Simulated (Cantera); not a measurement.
## Diamond growth

A diamond (100) surface in a fixed gas of H2 with x(CH4) = 0.009, x(CH3) = 3.2e-05, at 1375 K, 0.158 atm; coverages are run to steady state.

Cantera simulation using the Harris–Goodwin 1993 mechanism for the reconstructed diamond (100) surface; the numbers are that mechanism's predictions, not measurements.

| x(H) | growth (µm/h) | θ c6HH | θ c6H* | θ c6*H | θ c6** |
|---|---|---|---|---|---|
| 0.0001 | 0.0188 | 0.700 | 0.0282 | 0.268 | 0.00336 |
| 0.00022 | 0.0854 | 0.574 | 0.0397 | 0.377 | 0.00918 |
| 0.00048 | 0.262 | 0.473 | 0.0483 | 0.459 | 0.0195 |
| 0.001 | 0.547 | 0.411 | 0.0531 | 0.504 | 0.0319 |
| 0.0023 | 0.952 | 0.371 | 0.0557 | 0.528 | 0.0450 |
| 0.005 | 1.39 | 0.352 | 0.0568 | 0.538 | 0.0534 |
| 0.011 | 2.01 | 0.343 | 0.0574 | 0.541 | 0.0584 |
| 0.024 | 2.94 | 0.338 | 0.0580 | 0.542 | 0.0610 |
| 0.052 | 4.24 | 0.336 | 0.0589 | 0.542 | 0.0625 |
θ: site fractions in the mechanism's names (c6HH fully hydrogenated, c6H* and c6*H radical sites, c6** diradical, c6HM methylated).
